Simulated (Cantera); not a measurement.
An isothermal, constant-pressure homogeneous reactor starts with N2O = 1 (molar parts), at 1500 K and 1.00 atm. Integrator tolerance rtol = 1e-08.

Detailed kinetics in Cantera: GRI-Mech 3.0 (53 species, 325 reactions). GRI-Mech 3.0 was tuned for natural gas; its chemistry of N2O as a main component is partial and can be far from experiment. The temperature is held fixed by assumption; the heat of reaction is taken as removed at once.

### Question
What does this change do: pressure from 1.00 atm to 0.00563 atm?

### Answer
```
quantity                                           before                                    after
---------------  ----------------------------------------  ---------------------------------------
x(N2O) at 200 s   2.50e-6 (gas-phase equilibrium 8.07e-8)  6.23e-6 (gas-phase equilibrium 6.06e-9)
x(O2) at 200 s        0.290 (gas-phase equilibrium 0.333)      0.251 (gas-phase equilibrium 0.333)
x(NO2) at 200 s  0.000543 (gas-phase equilibrium 9.62e-6)  7.11e-5 (gas-phase equilibrium 7.22e-7)
x(O) at 200 s     2.19e-6 (gas-phase equilibrium 2.34e-6)  2.76e-5 (gas-phase equilibrium 3.12e-5)
x(NO) at 200 s     0.0861 (gas-phase equilibrium 0.00142)    0.164 (gas-phase equilibrium 0.00142)
x(N2) at 200 s        0.624 (gas-phase equilibrium 0.666)      0.585 (gas-phase equilibrium 0.666)
```
Radical loss at walls, strong at low pressure, is not modelled.

### Question
What does this change do: temperature 1500 to 1575 K?

### Answer
```tsv
quantity	before	after
x(N2O) at 200 s	2.50e-6 (gas-phase equilibrium 8.07e-8)	1.17e-6 (gas-phase equilibrium 1.12e-7)
x(O2) at 200 s	0.290 (gas-phase equilibrium 0.333)	0.305 (gas-phase equilibrium 0.332)
x(NO2) at 200 s	0.000543 (gas-phase equilibrium 9.62e-6)	0.000290 (gas-phase equilibrium 1.10e-5)
x(O) at 200 s	2.19e-6 (gas-phase equilibrium 2.34e-6)	5.92e-6 (gas-phase equilibrium 6.17e-6)
x(NO) at 200 s	0.0861 (gas-phase equilibrium 0.00142)	0.0556 (gas-phase equilibrium 0.00202)
x(N2) at 200 s	0.624 (gas-phase equilibrium 0.666)	0.639 (gas-phase equilibrium 0.666)
```

### Question
What does this change do: temperature 1500 to 1325 K?

### Answer
```json
[
 {"quantity": "x(N2O) at 200 s", "before": "2.50e-6 (gas-phase equilibrium 8.07e-8)", "after": "1.75e-6 (gas-phase equilibrium 3.28e-8)"},
 {"quantity": "x(O2) at 200 s", "before": "0.290 (gas-phase equilibrium 0.333)", "after": "0.294 (gas-phase equilibrium 0.333)"},
 {"quantity": "x(NO2) at 200 s", "before": "0.000543 (gas-phase equilibrium 9.62e-6)", "after": "0.000907 (gas-phase equilibrium 6.70e-6)"},
 {"quantity": "x(O) at 200 s", "before": "2.19e-6 (gas-phase equilibrium 2.34e-6)", "after": "1.49e-7 (gas-phase equilibrium 1.59e-7)"},
 {"quantity": "x(NO) at 200 s", "before": "0.0861 (gas-phase equilibrium 0.00142)", "after": "0.0779 (gas-phase equilibrium 0.000541)"},
 {"quantity": "x(N2) at 200 s", "before": "0.624 (gas-phase equilibrium 0.666)", "after": "0.628 (gas-phase equilibrium 0.666)"}
]
```
The mechanism lacks the step 2 NO + O2 → 2 NO2, which can matter for NO2 below about 1400 K.
